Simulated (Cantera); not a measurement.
## Stirred combustor or abatement burner

A perfectly stirred reactor is fed with 8.91 % H2, 8.57 % O2, 82.3 % N2, 0.258 % NO, at 1000000 Pa; it is adiabatic with a 800 K inlet, and is followed from long to short residence time, starting on the burning branch (τ in s: 0.21, 0.1, 0.049, 0.024, 0.012, 0.0057, 0.0028, 0.0013, 0.00066, 0.00032, 0.00016, 7.6e-05).

Computed with Cantera and GRI-Mech 3.0 (53 species, 325 reactions). The hydrogen kinetics of GRI-Mech 3.0 are dated; newer H2 mechanisms differ, most at raised pressure. The mechanism lacks 2 NO + O2 → 2 NO2 and HONO, so NO2 and the effect of NO are under-described below about 1400 K.

```tsv
τ (s)	T (K)	x H2	x O2	x NO	x H2O2	x H	x N2O
0.21	1470	3.18e-5	0.0431	0.00261	5.42e-8	1.08e-7	6.36e-7
0.10	1470	5.41e-5	0.0431	0.00260	7.81e-8	2.14e-7	1.01e-6
0.049	1469	8.88e-5	0.0431	0.00258	1.14e-7	4.21e-7	1.62e-6
0.024	1469	0.000144	0.0431	0.00257	1.68e-7	8.42e-7	2.65e-6
0.012	1468	0.000229	0.0431	0.00256	2.47e-7	1.67e-6	4.15e-6
0.0057	1467	0.000377	0.0432	0.00256	3.74e-7	3.52e-6	6.40e-6
0.0028	1465	0.000614	0.0433	0.00255	5.57e-7	7.19e-6	9.16e-6
0.0013	1462	0.00105	0.0435	0.00254	8.72e-7	1.55e-5	1.27e-5
0.00066	1456	0.00171	0.0438	0.00254	1.33e-6	3.02e-5	1.58e-5
0.00032	1447	0.00288	0.0443	0.00253	2.15e-6	6.06e-5	1.86e-5
0.00016	1433	0.00480	0.0452	0.00254	3.47e-6	0.000115	2.04e-5
7.6e-5	1402	0.00884	0.0471	0.00254	6.25e-6	0.000215	2.27e-5
```
x: mole fraction; the columns are a selection and need not sum to one.
